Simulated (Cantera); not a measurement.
A closed system holds: 1 mol LiOH, 1.7 mol H2O, 0.062 mol H2, equilibrated at 1802 °C and 0.000760 bar.

Cantera equilibrium calculation (NASA polynomials, part measured and part estimated; ideal gas, pure solids and liquids). Candidate condensed phases: H2O, Li, LiH, LiOH, Li2O; 17 gas species. Equilibrium is a limit: real reactors are often held back by kinetics, nucleation or transport.

Base state: H2O 0.537, LiOH 0.226, Li 0.0928, H2 0.0523, O2 0.0344, OH 0.0259, H 0.0221, O 0.00784 (mole fractions); condensed: gas only.

Problem. What changes in the equilibrium state with this change: LiOH replaced by CaCO3?

Solution. 
```tsv
species	before	after
H2O	0.537	0.519
CO2	0	0.239
CO	0	0.0932
LiOH	0.226	0
Li	0.0928	0
O2	0.0344	0.0504
H2	0.0523	0.0418
H	0.0221	0.0197
OH	0.0259	0.0280
Ca(OH)2	0	9.28e-5
LiO	0.000801	0
Li2O	0.000618	0
CaO(s), mol	0	0.999
```
Further candidate phases: C, C6H6, C7H8, C8H18, Ca, CaCO3, CaO, Ca(OH)2.
